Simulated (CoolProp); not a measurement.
Vapour-liquid equilibrium of propylene (1) + R134a (2) at -11.65 °C; x and y are mole fractions of (1).

Computed with CoolProp (multi-fluid Helmholtz-energy mixture model, Lemmon 2013 and Tillner-Roth 1994; pair parameters Bell 2016).

Q: Give the bubble pressure and the first vapour's composition at x = 0.05, 0.35, 0.8. Is there an azeotrope?

A: x = 0.05: 228.9 kPa, y = 0.207; x = 0.35: 368.5 kPa, y = 0.607; x = 0.8: 422.7 kPa, y = 0.810. y crosses x between x = 0.8 and 0.95: the model has an azeotrope there.

The pair parameters rest on a limited set of measurements; away from them the model extrapolates.
